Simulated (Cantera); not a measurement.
Input (Python, Cantera) and output of one run.

```python
import numpy as np
import cantera as ct

gas_names = [...]  # 131 gases of nasa_gas.yaml made of C, H, O
cond_names = """
    C(gr) C6H6(L) C7H8(L) C8H18(L),n-octa H2O(s) H2O(L)
""".split()


# ... load() reads the species with a 1 bar reference pressure and builds the phases ...
atoms = {
    'C2H5OH': {'C': 2, 'H': 6, 'O': 1},
    'CO2': {'C': 1, 'O': 2},
}
top_T = {'C(gr)': 4500}  # K; cautious upper limits of use, not melting points


# ... equilibrate(T, P, feed) seeds the gas with the atoms and calls Mixture.equilibrate('TP', solver="vcs", rtol=1e-11, max_steps=5000) ...
results = []
feed = {'C2H5OH': 1, 'CO2': 0.29}  # mol
P = 120000  # Pa
for T in [2000, 2250, 2500, 2750, 3000, 3250, 3500, 3750, 4000, 4250, 4500, 4750, 5000]:
    mix = equilibrate(T, P, feed)
    results.append((T, P, feed, dict(zip(mix.species_names, mix.species_moles))))

top = {s: max(r[3][s] / sum(r[3][g] for g in gas_names) for r in results) for s in gas_names}
cols = sorted((s for s in top if top[s] > 1e-05), key=lambda s: -top[s])[:5]
seen = [c for c in cond_names if any(r[3].get(c, 0) > 1e-12 for r in results)]
print("log10 of partial pressures in bar; condensed amounts in mol")
print(f"{'T/K':>10s}" + "".join(f"{s[:9]:>10s}" for s in cols + seen))
for T, P, feed, n in results:
    ng = sum(n[g] for g in gas_names)
    print(f"{T:10.4g}" + "".join(f"{np.log10(max(n[s] / ng * P / 1e5, 1e-99)):10.3f}" for s in cols)
          + "".join(f"{n.get(c, 0):10.4g}" for c in seen))
```

Result:

```
log10 of partial pressures in bar; condensed amounts in mol
       T/K         H        H2        CO         C C2H2,acet     C(gr)
      2000    -2.842    -0.106    -0.383   -10.517    -3.220    0.7045
      2250    -2.184    -0.109    -0.384    -8.439    -2.584    0.6894
      2500    -1.659    -0.120    -0.387    -6.779    -2.085    0.6454
      2750    -1.237    -0.144    -0.394    -5.423    -1.695    0.5457
      3000    -0.899    -0.194    -0.407    -4.295    -1.401    0.3548
      3250    -0.636    -0.285    -0.430    -3.343    -1.201         0
      3500    -0.423    -0.388    -0.466    -2.687    -1.376         0
      3750    -0.269    -0.540    -0.510    -2.172    -1.694         0
      4000    -0.170    -0.745    -0.552    -1.773    -2.148         0
      4250    -0.114    -0.990    -0.585    -1.468    -2.705         0
      4500    -0.088    -1.253    -0.609    -1.249    -3.348         0
      4750    -0.076    -1.513    -0.623    -1.114    -4.070         0
      5000    -0.070    -1.757    -0.632    -1.046    -4.835         0
```

Method: chemical equilibrium by Gibbs-energy minimisation in Cantera with the NASA 1993 tables (ideal gas, pure condensed phases).
